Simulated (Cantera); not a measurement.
An isothermal, constant-pressure homogeneous reactor starts with 6.05 % H2, 19.3 % O2, 74.6 % N2, at 850 K and 1.00 bar.

Cantera simulation using the H2/O2 subset of GRI-Mech 3.0, which has no nitrogen chemistry; the numbers are that mechanism's predictions, not measurements. Below about 950 K walls govern HO2 and H2O2 in real vessels. The temperature is held fixed by assumption; the heat of reaction is taken as removed at once.

x: mole fraction; the columns are a selection and need not sum to one.

```json
[
 {"t (s)": "2.00e-6", "x H2": "0.0605", "x O2": "0.193", "x H2O": "<1e-12", "x OH": "<1e-12", "x O": "<1e-12", "x HO2": "<1e-12", "x H": "<1e-12"},
 {"t (s)": "1.00e-5", "x H2": "0.0605", "x O2": "0.193", "x H2O": "<1e-12", "x OH": "<1e-12", "x O": "<1e-12", "x HO2": "1.09e-12", "x H": "<1e-12"},
 {"t (s)": "5.02e-5", "x H2": "0.0605", "x O2": "0.193", "x H2O": "<1e-12", "x OH": "<1e-12", "x O": "<1e-12", "x HO2": "7.04e-12", "x H": "<1e-12"},
 {"t (s)": "0.000252", "x H2": "0.0605", "x O2": "0.193", "x H2O": "6.12e-12", "x OH": "<1e-12", "x O": "<1e-12", "x HO2": "3.95e-11", "x H": "<1e-12"},
 {"t (s)": "0.00126", "x H2": "0.0605", "x O2": "0.193", "x H2O": "3.32e-11", "x OH": "<1e-12", "x O": "<1e-12", "x HO2": "2.03e-10", "x H": "<1e-12"},
 {"t (s)": "0.00632", "x H2": "0.0605", "x O2": "0.193", "x H2O": "1.75e-10", "x OH": "<1e-12", "x O": "<1e-12", "x HO2": "1.03e-9", "x H": "<1e-12"},
 {"t (s)": "0.0317", "x H2": "0.0605", "x O2": "0.193", "x H2O": "1.05e-9", "x OH": "<1e-12", "x O": "<1e-12", "x HO2": "5.32e-9", "x H": "<1e-12"},
 {"t (s)": "0.159", "x H2": "0.0605", "x O2": "0.193", "x H2O": "1.32e-8", "x OH": "<1e-12", "x O": "<1e-12", "x HO2": "3.36e-8", "x H": "1.84e-12"},
 {"t (s)": "0.796", "x H2": "0.0605", "x O2": "0.193", "x H2O": "1.46e-6", "x OH": "1.07e-11", "x O": "2.13e-11", "x HO2": "5.48e-7", "x H": "4.31e-11"},
 {"t (s)": "3.99", "x H2": "0.0593", "x O2": "0.192", "x H2O": "[?]", "x OH": "[?]", "x O": "[?]", "x HO2": "[?]", "x H": "4.52e-9"},
 {"t (s)": "20.0", "x H2": "0.0112", "x O2": "0.172", "x H2O": "0.0506", "x OH": "1.22e-8", "x O": "7.47e-9", "x HO2": "8.32e-6", "x H": "4.37e-9"}
]
```

**Question.** Some entries are withheld; supply them.

**Answer.** 
- 3.99, x H2O: 0.00101
- 3.99, x OH: 1.70e-9
- 3.99, x O: 2.17e-9
- 3.99, x HO2: 7.10e-6
